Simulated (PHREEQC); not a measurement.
4.5 g of hydrous ferric oxide (600 m²/g; 0.2 weak and 0.005 strong sites per Fe, Dzombak-Morel constants, diffuse double layer) in 1 kg of water with 0.001 mol/kgw of an inert sodium salt, at 25 °C; the pH is set by adding NaOH or the inert anion's acid. Oxygen alone is held at its pressure in air (log pO2 = -0.68). The system is closed to CO2. Nothing may precipitate in this run.

Base run: PHREEQC, ion-association model, wateq4f.dat. Each further column changes one thing. The table gives surface charge σ (C/m²).

```
pH       base  background salt from 0.001 to 0.0001 mol/kgw  0.0088 mol/kgw NiCl2 added
-----  ------  --------------------------------------------  --------------------------
3       0.304                                         0.296                       0.351
3.67    0.209                                         0.194                       0.306
4.33    0.123                                         0.103                       0.233
5.67    0.031                                         0.016                       0.099
6.33    0.014                                         0.006                         [?]
7       0.006                                         0.002                       0.068
7.67    0.002                                         0.001                         [?]
8.33   -0.001                                         0.000                       0.062
9.67   -0.011                                        -0.005                       0.048
10.33  -0.026                                        -0.016                         [?]
11     -0.062                                        -0.052                       0.007
```

Complete the blanks.


- 6.33, 0.0088 mol/kgw NiCl2 added: 0.074
- 7.67, 0.0088 mol/kgw NiCl2 added: 0.064
- 10.33, 0.0088 mol/kgw NiCl2 added: 0.025

The oxide is taken as insoluble; below pH 4 it would dissolve. In at least one series the solution becomes supersaturated in solids that the run did not let form, among them Ni(OH)2.
